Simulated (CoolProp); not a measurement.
A single-stage vapour-compression cycle with the fluid: evaporating at 240.15 K (dew point), condensing at 287.15 K (bubble point), superheat 8 K, subcooling 8 K, compressor efficiency 0.8, no pressure losses. The same conditions are run with several fluids, on thermodynamics alone (safety and materials aside).

Model: reference Helmholtz-energy equation of state of each fluid (isobutane: Bücker 2006; n-perfluorobutane: Gao 2022; nitrous oxide: Lemmon 2006; hydrogen chloride: Thol 2018; fluoroethane (R161): Wu 2012; R1224YDZ: Akasaka 2023), in CoolProp.

```
fluid                cooling COP  pressure ratio  discharge temperature (K)  refrigerating effect (kJ/kg)  volumetric capacity (kJ/m³)
-------------------  -----------  --------------  -------------------------  ----------------------------  ---------------------------
isobutane                   3.62            6.20                      306.7                           308                          358
n-perfluorobutane           3.24            7.75                      287.2                          71.1                          199
nitrous oxide               3.01            3.69                      351.6                           229                         6700
hydrogen chloride           3.12            3.76                      380.9                           311                         6070
fluoroethane (R161)         3.54            5.44                      336.3                           348                         1050
R1224YDZ                    3.63            9.68                      309.8                           154                          114
```

The compression ends wet for: n-perfluorobutane.
